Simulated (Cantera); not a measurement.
A Cantera script and what it prints.

```python
import numpy as np
import cantera as ct

gas_names = """
    AL ALH ALN ALO ALOH ALO2 ALO2H AL2 AL2O AL2O2 H HALO HNO HNO2 HNO3 HO2 H2 H2O H2O2 N NH NH2 NH3
    NH2OH NO NO2 NO3 N2 N2H2 N2H4 N2O O OH O2 O3
""".split()
cond_names = """
    AL(cr) AL(L) ALN(s) AL2O3(a) AL2O3(L) H2O(s) H2O(L)
""".split()


def load(file, names, dense=False):
    # The tables refer to 1 bar. Condensed volumes are neglected.
    table = {s.name: s for s in ct.Species.list_from_file(file)}
    out = []
    for n in names:
        d = dict(table[n].input_data)
        d["thermo"] = dict(d["thermo"], **{"reference-pressure": 1e5})
        if dense:
            d["equation-of-state"] = {"model": "constant-volume", "density": "1e6 g/cm^3"}
        out.append(ct.Species.from_dict(d))
    return out


gas = ct.Solution(thermo="ideal-gas", species=load("nasa_gas.yaml", gas_names))
cond = {s.name: ct.Solution(thermo="fixed-stoichiometry", species=[s], name=s.name)
        for s in load("nasa_condensed.yaml", cond_names, dense=True)}
atoms = {
    'AlN': {'AL': 1, 'N': 1},
    'H2O': {'H': 2, 'O': 1},
    'N2': {'N': 2},
}
top_T = {'ALN(s)': 2750}  # K; cautious upper limits of use, not melting points


def equilibrate(T, P, feed):
    n = {}
    for name, mol in feed.items():
        for a, k in atoms[name].items():
            n[a] = n.get(a, 0.0) + k * mol
    gas.TPX = T, P, n
    mass = sum(n.values()) * gas.mean_molecular_weight
    gas.equilibrate("TP")
    valid = [c for c in cond.values() if c.min_temp <= T <= top_T.get(c.name, c.max_temp)]
    mix = ct.Mixture([(gas, mass / gas.mean_molecular_weight)] + [(c, 0.0) for c in valid])
    mix.T, mix.P = T, P
    mix.equilibrate("TP", solver="vcs", rtol=1e-11, max_steps=5000)
    return mix


results = []
feed = {'AlN': 1, 'H2O': 0.76, 'N2': 17}  # mol
T = 800  # K
P = 16000  # Pa
mix = equilibrate(T, P, feed)
results.append((T, P, feed, dict(zip(mix.species_names, mix.species_moles))))
x = sorted(zip(gas.X, gas.species_names), reverse=True)
print(f"T = {T:g} K  P = {P:g} Pa  gas = {mix.phase_moles(0):.4g} mol")
print("   x: " + "  ".join(f"{s} {v:.3e}" for v, s in x if v > 1e-06))
print("   condensed (mol): " + ("  ".join(f"{mix.phase(i).name} {mix.phase_moles(i):.4g}"
      for i in range(1, mix.n_phases) if mix.phase_moles(i) > 1e-12) or "none"))
```

It prints:

```
T = 800 K  P = 16000 Pa  gas = 18.01 mol
   x: N2 9.578e-01  H2 4.219e-02  NH3 4.056e-06
   condensed (mol): ALN(s) 0.4933  AL2O3(a) 0.2533
```

Equilibrium computed with Cantera from the NASA thermochemical tables; the gas is ideal and each condensed phase is pure.
